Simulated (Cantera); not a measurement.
Feed: 1 mol Ta₂O₅, 1.9 mol C, 3.6 mol H₂, 2.5 mol CH₄, equilibrated at 101000 Pa.

These are equilibrium values from Cantera (NASA tables, ideal gas, pure condensed phases), not measurements of a reactor. Candidate condensed phases: C, C₆H₆, C₇H₈, C₈H₁₈, H₂O, Ta, TaC, Ta₂O₅; 113 gas species. Mutual solubility and eutectic melting of coexisting phases are not modelled. TaC: taken at fixed stoichiometry. Condensed phases not in the tables: Ta₂C. Rates play no part. All values below are at 1825 K.

Base state: H₂ 0.729, CO 0.266, H₂O 0.00400, H 0.000374, CO₂ 0.000373 (mole fractions); condensed: TaC(s) + Ta₂O₅(s).

### Question
What changes in the equilibrium state with this change: Ta₂O₅ replaced by Fe₃O₄?

### Answer
```json
[
 {"species": "H₂", "before": "0.729", "after": "0.682"},
 {"species": "CO", "before": "0.266", "after": "0.317"},
 {"species": "H", "before": "0.000374", "after": "0.000361"},
 {"species": "H₂O", "before": "0.00400", "after": "5.53e-5"},
 {"species": "Fe", "before": "0", "after": "4.13e-5"},
 {"species": "C₂H₂ (acetylene)", "before": "2.41e-8", "after": "0.000146"},
 {"species": "CH₄", "before": "4.73e-6", "after": "0.000334"},
 {"species": "CO₂", "before": "0.000373", "after": "6.57e-6"},
 {"species": "TaC(s), mol", "before": "1.27", "after": "0"},
 {"species": "Ta₂O₅(s), mol", "before": "0.364", "after": "0"},
 {"species": "C(graphite), mol", "before": "0", "after": "0.393"},
 {"species": "Fe(l), mol", "before": "0", "after": "3.00"}
]
```
Iron dissolves carbon and melts from about 1420 K in contact with it, which pure phases cannot show. Condensed phases not in the tables: cementite and carbon dissolved in iron. Further candidate phases: Fe, Fe(CO)₅, FeO, Fe(OH)₂, Fe(OH)₃, Fe₂O₃, Fe₃O₄.
